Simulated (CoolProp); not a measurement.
Properties of CH3F (R41) at several states.

The numbers come from the reference Helmholtz-energy equation of state, Lemmon 2006 in CoolProp. It is a short technical equation, of lower accuracy than the large ones.

| T (°C) | p (kPa) | phase | cv (kJ/(kg K)) | isothermal compressibility (1/MPa) | expansivity (1/kK) | fugacity coefficient |
|---|---|---|---|---|---|---|
| -13.35 | 3510 | liquid | 1.202 | 0.005147 | ? | 0.3412 |
| 76.35 | 1330 | gas | 0.9933 | 0.8063 | 3.571 | ? |
| -103.25 | 94.6 | liquid | 1.344 | 0.001108 | 2.084 | 0.2132 |
| 89.55 | 6430 | supercritical | ? | 0.2296 | ? | 0.7498 |
| 97.15 | 293 | gas | 0.9979 | 3.454 | 2.809 | 0.9883 |

Q: Complete the blanks.

A: 
- -13.35, expansivity (1/kK): 4.085
- 76.35, fugacity coefficient: 0.9369
- 89.55, cv (kJ/(kg K)): 1.182
- 89.55, expansivity (1/kK): 8.205
